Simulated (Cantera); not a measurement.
A perfectly stirred reactor is fed with 5.61 % CO, 1.29 % H₂, 2.92 % CH₄, 19.0 % O₂, 71.2 % N₂, equivalence ratio 0.49, at 12800 Torr; it is adiabatic with a 650 K inlet, and is followed from long to short residence time, starting on the burning branch (τ in s: 0.14, 0.056, 0.022, 0.0087, 0.0035, 0.0014, 0.00054, 0.00021, 8.5e-05, 3.3e-05, 1.3e-05).

Cantera simulation using GRI-Mech 3.0 (53 species, 325 reactions); the numbers are that mechanism's predictions, not measurements. The pressure lies above the range GRI-Mech 3.0 was tuned for (to about 10 atm).

One state of this run: T (K) = 1847; x CO = 0.000232; x H₂ = 1.27e-5; x CH₄ = 4.66e-6; x NO = 1.96e-5; x N₂O = 1.15e-6; x CH₃ = 9.29e-7. x: mole fraction; the columns are a selection and need not sum to one.

Task: Which value of τ (s) does it belong to?
A. 1.3e-5
B. 0.0014
C. 0.022
D. 0.0087

Result: C, 0.022
